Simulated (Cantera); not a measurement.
An isothermal, constant-pressure homogeneous reactor starts with C₂H₆ : N₂ = 1 : 96 (molar parts), at 1900 K and 0.132 atm.

Model: GRI-Mech 3.0 (53 species, 325 reactions), integrated in Cantera. GRI-Mech 3.0 stops at C3 and has no aromatics, soot or wall deposition, so with more carbon than oxygen in the feed, carbon stays in small species such as C2H2 where larger ones or solid carbon would form.

x: mole fraction; the columns are a selection and need not sum to one.

```csv
t (s),x C₂H₆,x CH₂,x H₂,x C₂H₂,x HCN,x C₂H
1.00e-5,0.00812,5.34e-6,4.31e-5,1.24e-7,1.47e-9,3.76e-12
3.32e-5,0.00387,6.18e-5,0.00149,9.11e-5,2.13e-6,…
0.000110,0.000139,7.57e-5,0.00972,0.00370,3.81e-5,…
0.000367,3.36e-6,2.32e-5,0.0165,0.00835,8.10e-5,…
0.00122,5.20e-7,7.07e-6,0.0184,0.00943,0.000102,…
0.00405,1.16e-7,2.45e-6,0.0191,0.00970,0.000116,…
0.0134,2.87e-8,1.04e-6,0.0195,0.00984,0.000128,1.59e-6
0.0446,5.36e-9,4.77e-7,0.0198,0.00994,0.000145,1.64e-6
0.148,4.02e-10,1.49e-7,0.0200,0.00999,0.000170,1.82e-6
0.493,6.86e-12,2.12e-8,0.0200,0.01000,0.000190,1.96e-6
1.64,<1e-12,2.72e-9,0.0200,0.01000,0.000194,2.02e-6
5.44,<1e-12,1.63e-9,0.0200,0.01000,0.000195,2.02e-6
18.1,<1e-12,1.57e-9,0.0200,0.01000,0.000200,2.02e-6
60.0,<1e-12,1.62e-9,0.0200,0.00999,0.000214,2.02e-6
```

### Question
What belongs in the gaps?

### Answer

- 3.32e-5, x C₂H: 1.28e-7
- 0.000110, x C₂H: 7.29e-6
- 0.000367, x C₂H: 5.22e-6
- 0.00122, x C₂H: 2.95e-6
- 0.00405, x C₂H: 1.95e-6
